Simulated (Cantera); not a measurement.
## BCl₃ + H₂O + N₂ (boron, boron nitride and boron oxide)

A closed system holds: 1 mol BCl₃, 1.9 mol H₂O, 1.3 mol N₂, held at 1323 K and 0.170 bar.

Cantera equilibrium calculation (NASA polynomials, part measured and part estimated; ideal gas, pure solids and liquids). Candidate condensed phases: B, BN, B₂O₃, B₃O₃H₃, H₂O, NH₄Cl; 49 gas species. Gases not in the tables: H₃BO₃. The numbers say what is thermodynamically allowed, not how fast it happens.

```json
{
  "x(HCl)": "0.637",
  "x(N₂)": "0.276",
  "x(H₂O)": "0.0835",
  "x(HBO₂)": "0.00283",
  "x(Cl)": "0.000187",
  "x(H₂)": "0.000120",
  "x((HBO₂)₃)": "7.61e-5",
  "x(Cl₂)": "2.59e-5",
  "x(BOCl)": "5.54e-6",
  "n(B₂O₃(l))": "0.493 mol",
  "gas_amount": "4.707 mol",
  "log10 activity of B(s) (absent)": "-12.67",
  "log10 activity of B₃O₃H₃(s) (absent)": "-25.79"
}
```
